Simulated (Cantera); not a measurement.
## Equilibrium for fluorocarbon and chlorocarbon gases: c-C₄F₈ + H₂

A closed system holds: 1 mol c-C₄F₈, 1.1 mol H₂, held at 3023 K.

Cantera equilibrium calculation (NASA polynomials, part measured and part estimated; ideal gas, pure solids and liquids). Candidate condensed phases: C, C₆H₆, C₇H₈, C₈H₁₈; 95 gas species. The feed counts by its element totals alone. The tables' values for C₂F₄ are old estimates; treat these amounts as uncertain. Gases not in the tables: C₂F₆ and larger saturated fluorocarbons. Kinetics and transport are ignored.

| P (Pa) | x F | x HF | x CF₂ | x C | x H | x C₃ | x CF | x C₂ | x CF₄ | x CF₃ | n C(graphite) |
|---|---|---|---|---|---|---|---|---|---|---|---|
| 1 | 0.567 | 0.00470 | 7.23e-7 | 0.262 | 0.153 | 0.00286 | 0.00286 | 0.00702 | <1e-12 | <1e-12 | 0 |
| 10 | 0.598 | 0.0442 | 4.31e-5 | 0.140 | 0.137 | 0.0440 | 0.0162 | 0.0202 | <1e-12 | 3.45e-10 | 0 |
| 100 | 0.587 | 0.167 | 0.00115 | 0.0388 | 0.0526 | 0.0934 | 0.0439 | 0.0155 | 2.71e-10 | 9.01e-8 | 0 |
| 1000 | 0.594 | 0.256 | 0.0191 | 0.00630 | 0.00797 | 0.0398 | 0.0720 | 0.00406 | 4.61e-7 | 1.52e-5 | 2.09 |
| 10000 | 0.493 | 0.309 | 0.131 | 0.000630 | 0.00116 | 0.00398 | 0.0598 | 0.000406 | 0.000219 | 0.000866 | 2.54 |
| 100000 | 0.244 | 0.380 | 0.322 | 6.30e-5 | 0.000288 | 0.000398 | 0.0296 | 4.06e-5 | 0.0132 | 0.0105 | 1.82 |
x: gas mole fraction; n: condensed amount in mol.

From 0.00750 Torr to 0.750 Torr nothing is condensed. From 7.50 Torr to 750 Torr the condensed part is C(graphite). The main C-bearing gas is C at 0.00750 Torr and CF₂ at 750 Torr.
